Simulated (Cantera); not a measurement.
Input: 1 mol (CH₃)₂SiCl₂, 0.63 mol C₂H₂, 65 mol H₂, equilibrated at 0.240 bar.

Equilibrium computed with Cantera from the NASA thermochemical tables; the gas is ideal and each condensed phase is pure. Candidate condensed phases: C, C₆H₆, C₇H₈, C₈H₁₈, Si, SiC; 109 gas species. The feed counts by its element totals alone. Gases not in the tables: Si₂H₆ and higher silanes. Kinetics and transport are ignored.

**Question.** What share of the Si ends up in condensed phases as a function of T (K), at 1423, 1523, 1623, 1723, 1823, 1923, 2023, 2123, 2223?

**Answer.** 
```
T (K)  Si condensed (%)      as
-----  ----------------  ------
1423               99.9  SiC(s)
1523               99.8  SiC(s)
1623               99.8  SiC(s)
1723               99.7  SiC(s)
1823               99.5  SiC(s)
1923               99.3  SiC(s)
2023               99.0  SiC(s)
2123               98.2  SiC(s)
2223               96.0  SiC(s)
```
